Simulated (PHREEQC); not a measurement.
PHREEQC input (ion-association model, phreeqc.dat):

```
SOLUTION 1
  temp 25
  units mol/kgw
  pH 7 charge
  Cl 0.049
  Na 0.049
END
SELECTED_OUTPUT 1
  -reset false
  -pH true
  -pe true
  -ionic_strength true
  -water true
  -totals Cl Na Sg
  -molalities H+ Na+ Cl- OH- NaOH
  -saturation_indices Halite
USER_PUNCH 1
  -headings p_H2Sg(g) phi_H2Sg(g) p_H2O(g) phi_H2O(g) density
  10 PUNCH PR_P("H2Sg(g)"), PR_PHI("H2Sg(g)"), PR_P("H2O(g)"), PR_PHI("H2O(g)"), RHO
PRINT
  -reset false
USE solution 1
REACTION_TEMPERATURE 1
  40
GAS_PHASE 1
  -fixed_pressure
  -pressure 1
  -temperature 40
  -volume 20
  H2Sg(g) 1
  H2O(g) 0
END
# ... the last block is repeated for the other 6 points of P (atm)
```

Selected output (columns that matter, 7 of 7 rows; P (atm) added in front):

```
P (atm)	pH	mu	Cl	Na	Sg	m_H+	m_Na+	m_Cl-	si_Halite	p_H2Sg(g)	phi_H2Sg(g)	p_H2O(g)	phi_H2O(g)	density
1	3.9902	0.049171	0.049051	0.049051	0.059017	0.00012017	0.049051	0.049051	-4.3766	0.92675	0.99306	0.073251	0.99066	0.99414
2	3.833	0.049222	0.049049	0.049049	0.12155	0.00017258	0.049049	0.049049	-4.3768	1.9261	0.9861	0.073868	0.98203	0.99413
3	3.744	0.049261	0.04905	0.04905	0.183	0.00021186	0.04905	0.04905	-4.377	2.9255	0.97916	0.074496	0.97342	0.99412
5	3.6343	0.049323	0.049051	0.049051	0.30271	0.00027271	0.049051	0.049051	-4.3773	4.9242	0.96534	0.075786	0.95625	0.9941
7.5	3.5496	0.049384	0.049053	0.049053	0.44648	0.00033149	0.049053	0.049053	-4.3777	7.4225	0.94815	0.077465	0.93487	0.99409
10	3.491	0.049434	0.049055	0.049055	0.58382	0.00037939	0.049055	0.049055	-4.3781	9.9208	0.93106	0.079225	0.91355	0.99408
15	3.4114	0.049516	0.049061	0.049061	0.83963	0.00045574	0.049061	0.049061	-4.3789	14.917	0.89712	0.083017	0.87105	0.99408
```

Away from 25 °C the constants follow the database's enthalpies or fits; those with neither stay at their 25 °C values.
